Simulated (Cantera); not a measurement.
What does this Cantera script print?

```python
import numpy as np
import cantera as ct

gas_names = """
    Cu CuF CuF2 Cu2 F F2 H HF H2 H2F2 H3F3 H4F4 H5F5 H6F6 H7F7 N NF NF2 NF3 NH NH2 NH3 N2 N2H2 N2H4
""".split()
cond_names = """
    Cu(cr) Cu(L) CuF2(s) CuF2(L)
""".split()


# ... load() reads the species with a 1 bar reference pressure and builds the phases ...
atoms = {
    'Cu': {'Cu': 1},
    'HF': {'H': 1, 'F': 1},
    'N2': {'N': 2},
}
top_T = {}  # K; cautious upper limits of use, not melting points


# ... equilibrate(T, P, feed) seeds the gas with the atoms and calls Mixture.equilibrate('TP', solver="vcs", rtol=1e-11, max_steps=5000) ...
results = []
feed = {'Cu': 1, 'HF': 4.7, 'N2': 0.23}  # mol
P = 41000  # Pa
for T in [900, 950, 1000, 1050, 1100, 1150, 1200, 1250, 1300, 1350, 1400, 1450]:
    mix = equilibrate(T, P, feed)
    results.append((T, P, feed, dict(zip(mix.species_names, mix.species_moles))))

top = {s: max(r[3][s] / sum(r[3][g] for g in gas_names) for r in results) for s in gas_names}
cols = sorted((s for s in top if top[s] > 1e-06), key=lambda s: -top[s])[:9]
seen = [c for c in cond_names if any(r[3].get(c, 0) > 1e-12 for r in results)]
print("log10 of partial pressures in bar; condensed amounts in mol")
print(f"{'T/K':>10s}" + "".join(f"{s[:9]:>10s}" for s in cols + seen))
for T, P, feed, n in results:
    ng = sum(n[g] for g in gas_names)
    print(f"{T:10.4g}" + "".join(f"{np.log10(max(n[s] / ng * P / 1e5, 1e-99)):10.3f}" for s in cols)
          + "".join(f"{n.get(c, 0):10.4g}" for c in seen))
```

Output:

```
log10 of partial pressures in bar; condensed amounts in mol
       T/K        HF        N2       CuF        H2      H2F2        Cu      CuF2    Cu(cr)     Cu(L)
       900    -0.408    -1.718    -7.371    -7.614    -5.051   -12.744    -8.519         1         0
       950    -0.408    -1.718    -6.842    -7.105    -5.141   -11.724    -8.183         1         0
      1000    -0.408    -1.718    -6.367    -6.643    -5.221   -10.807    -7.883         1         0
      1050    -0.408    -1.718    -5.940    -6.223    -5.293    -9.978    -7.614         1         0
      1100    -0.408    -1.718    -5.553    -5.841    -5.358    -9.225    -7.371         1         0
      1150    -0.408    -1.718    -5.200    -5.491    -5.416    -8.539    -7.149    0.9999         0
      1200    -0.408    -1.718    -4.877    -5.171    -5.470    -7.911    -6.947    0.9998         0
      1250    -0.408    -1.718    -4.581    -4.876    -5.519    -7.334    -6.760    0.9997         0
      1300    -0.408    -1.718    -4.308    -4.605    -5.563    -6.802    -6.589    0.9994         0
      1350    -0.408    -1.718    -4.056    -4.354    -5.604    -6.310    -6.430    0.9989         0
      1400    -0.408    -1.718    -3.833    -4.131    -5.642    -5.870    -6.287         0    0.9982
      1450    -0.408    -1.718    -3.627    -3.926    -5.676    -5.464    -6.156         0    0.9971
```

These are equilibrium values from Cantera (NASA tables, ideal gas, pure condensed phases), not measurements of a reactor.
